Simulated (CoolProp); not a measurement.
cis-2-butene along the isobar 54.7 bar: density (kg/m³) from the reference equation and from simpler models built on Tc = 435.8 K, pc = 42.36 bar, ω = 0.202; each cubic takes its own stable root.

The numbers come from the reference Helmholtz-energy equation of state, Lemmon 2005 in CoolProp. It is a short technical equation, of lower accuracy than the large ones.

| T (K) | phase | reference |
|---|---|---|
| 405 | liquid | 471.3 |
| 412.7 | liquid | 454.6 |
| 420.3 | liquid | 435.8 |
| 428 | liquid | 413.5 |
| 435.7 | liquid | 385.5 |
| 443.3 | supercritical | 345.9 |
| 451 | supercritical | 273.1 |
| 458.7 | supercritical | 194.3 |
| 466.4 | supercritical | 159.8 |
| 474 | supercritical | 141.5 |
| 481.7 | supercritical | 129.2 |
| 489.4 | supercritical | 120.0 |
| 497 | supercritical | 112.9 |

Question: How far does each simpler model (van der Waals, Redlich-Kwong, Soave-Redlich-Kwong, Peng-Robinson) lie from the reference over these 13 states: mean and median of the absolute difference, and the worst?

Answer: 
- van der Waals: mean 19.7 %, median 14.5 %, worst -34.4 % at 405 K and 54.7 bar
- Redlich-Kwong: mean 9.0 %, median 9.7 %, worst -17.2 % at 435.7 K and 54.7 bar
- Soave-Redlich-Kwong: mean 10.5 %, median 12.2 %, worst -18.5 % at 443.3 K and 54.7 bar
- Peng-Robinson: mean 3.8 %, median 2.2 %, worst -10.7 % at 443.3 K and 54.7 bar
